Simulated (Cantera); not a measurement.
What does this Cantera script print?

```python
import numpy as np
import cantera as ct

gas_names = """
    F F2 N NF NF2 NF3 N2 Si SiF SiF2 SiF3 SiF4 SiN Si2 Si2N Si3
""".split()
cond_names = """
    Si(cr) Si(L) Si3N4(a)
""".split()


# ... load() reads the species with a 1 bar reference pressure and builds the phases ...
atoms = {
    'Si': {'Si': 1},
    'F2': {'F': 2},
    'N2': {'N': 2},
}
top_T = {'Si3N4(a)': 2400}  # K; cautious upper limits of use, not melting points


# ... equilibrate(T, P, feed) seeds the gas with the atoms and calls Mixture.equilibrate('TP', solver="vcs", rtol=1e-11, max_steps=5000) ...
results = []
feed = {'Si': 1, 'F2': 3.8, 'N2': 2}  # mol
P = 10000  # Pa
for T in [1023, 1073, 1123, 1173, 1223, 1273, 1323]:
    mix = equilibrate(T, P, feed)
    results.append((T, P, feed, dict(zip(mix.species_names, mix.species_moles))))

top = {s: max(r[3][s] / sum(r[3][g] for g in gas_names) for r in results) for s in gas_names}
cols = sorted((s for s in top if top[s] > 1e-06), key=lambda s: -top[s])[:6]
seen = [c for c in cond_names if any(r[3].get(c, 0) > 1e-12 for r in results)]
print("log10 of partial pressures in bar; condensed amounts in mol")
print(f"{'T/K':>10s}" + "".join(f"{s[:9]:>10s}" for s in cols + seen))
for T, P, feed, n in results:
    ng = sum(n[g] for g in gas_names)
    print(f"{T:10.4g}" + "".join(f"{np.log10(max(n[s] / ng * P / 1e5, 1e-99)):10.3f}" for s in cols)
          + "".join(f"{n.get(c, 0):10.4g}" for c in seen))
```

It prints:

```
log10 of partial pressures in bar; condensed amounts in mol
       T/K         F        N2        F2      SiF4       NF3       NF2
      1023    -1.720    -1.424    -1.617    -1.724    -3.678    -6.677
      1073    -1.574    -1.442    -1.719    -1.743    -4.147    -6.706
      1123    -1.465    -1.462    -1.857    -1.763    -4.642    -6.779
      1173    -1.387    -1.480    -2.031    -1.781    -5.165    -6.892
      1223    -1.337    -1.494    -2.232    -1.795    -5.706    -7.037
      1273    -1.306    -1.503    -2.450    -1.804    -6.250    -7.200
      1323    -1.289    -1.509    -2.672    -1.810    -6.782    -7.371
```

Equilibrium computed with Cantera from the NASA thermochemical tables; the gas is ideal and each condensed phase is pure.
